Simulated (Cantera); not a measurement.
Source: NASA polynomial tables (part measured, part estimated), evaluated in Cantera. Values are per mole of reaction as written; species without (g) are pure solids or liquids, kept so even where they would boil at 1 bar.

**Question.** Between 1123 and 2923 K, where is each reaction favourable under standard conditions?
- 2 Nb₂O₅ + H₂(g) = 4 NbO₂ + 2 OH(g)

**Answer.** 
- 2 Nb₂O₅ + H₂(g) = 4 NbO₂ + 2 OH(g): ΔG° is 496 kJ at 1123 K and 169 kJ at 2923 K; it stays positive (K < 1). ΔH° is 785 kJ and ΔS° 210 J/K at 2923 K.
